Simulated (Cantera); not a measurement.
Predominance diagram of Li at 1100 K against the partial pressures of O₂ and H₂O (log10, bar). Source: NASA polynomial tables (part measured, part estimated), evaluated in Cantera. Candidates: Li(l), LiH(l), LiOH(l), Li₂O(s). Only these pure phases compete in this equilibrium. Not in the tables: the peroxide.

```
log p(H₂O) \ log p(O₂)
        columns: -17, -16.1, -15.3, -14.4, -13.6, -12.7, -11.9, -11, -10.1, -9.3, -8.4, -7.6, -6.7, -5.9, -5, -4.1, -3.3, -2.4, -1.6, -0.7, 0.1, 1
      1  A A A A A A A A A A A A A A A A A A A A A A
   -0.5  B B B B B B B B B B B B B B B B B B B B B B
     -2  B B B B B B B B B B B B B B B B B B B B B B
   -3.5  B B B B B B B B B B B B B B B B B B B B B B
     -5  B B B B B B B B B B B B B B B B B B B B B B
   -6.5  B B B B B B B B B B B B B B B B B B B B B B
     -8  B B B B B B B B B B B B B B B B B B B B B B
   -9.5  B B B B B B B B B B B B B B B B B B B B B B
    -11  B B B B B B B B B B B B B B B B B B B B B B
```

A: LiOH(l); B: Li₂O(s).
